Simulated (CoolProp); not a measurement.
Vapour-liquid equilibrium of propylene (1) + isobutane (2) at 103 kPa; x and y are mole fractions of (1).

Computed with CoolProp (multi-fluid Helmholtz-energy mixture model, Lemmon 2013 and Bücker 2006; pair parameters Bell 2016).

Give the bubble temperature and the first vapour's composition at x = 0.05, 0.2, 0.35. Is there an azeotrope?

x = 0.05: 257.2 K, y = 0.202; x = 0.2: 249.6 K, y = 0.487; x = 0.35: 245.0 K, y = 0.641. No azeotrope shows between x = 0.05 and 0.95.

The pair parameters rest on a limited set of measurements; away from them the model extrapolates. The gap from Raoult's law changes sign with composition, which may be real or a fault of the pair parameters; it wasn't checked against measurements.
